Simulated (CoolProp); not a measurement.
Vapour-liquid equilibrium of toluene (1) + n-octane (2) at 286.8 K; x and y are mole fractions of (1).

Model: multi-fluid Helmholtz-energy mixture model, Lemmon 2006 and Beckmüller 2019; pair parameters Bell 2016, in CoolProp.

**Question.** Give the bubble pressure and the first vapour's composition at x = 0.125, 0.275, 0.875. Is there an azeotrope?

**Answer.** x = 0.125: 0.001213 MPa, y = 0.305; x = 0.275: 0.001456 MPa, y = 0.508; x = 0.875: 0.001997 MPa, y = 0.910. No azeotrope shows between x = 0.05 and 0.95.

Pair parameters are fitted to limited data, so mixtures are less certain than the pure fluids.
